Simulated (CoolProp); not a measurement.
1000 sccm (0 °C, 1 atm) of nitrogen bubbles through liquid n-hexane at 293.4 K and leaves saturated at a total pressure of 0.15 MPa (ideal gas phase). Each further row changes one setting.

Model: reference Helmholtz-energy equation of state, Thol 2019, in CoolProp.

| case | vapour pressure (kPa) | mole fraction of vapour | delivery (mg/min) | delivery (sccm) | change of delivery for a bath 1 K warmer (%) |
|---|---|---|---|---|---|
| as stated | 16.3 | 0.109 | 470 | (withheld) | (withheld) |
| bath temperature 298.4 K | 20.4 | 0.136 | 605 | (withheld) | (withheld) |
| total pressure 0.3 MPa | 16.3 | 0.0545 | 221 | 57.6 | (withheld) |

Task: Some entries are withheld; supply them.

Result: 
- as stated, delivery (sccm): 122
- as stated, change of delivery for a bath 1 K warmer (%): 5.2
- bath temperature 298.4 K, delivery (sccm): 157
- bath temperature 298.4 K, change of delivery for a bath 1 K warmer (%): 5.1
- total pressure 0.3 MPa, change of delivery for a bath 1 K warmer (%): 4.9
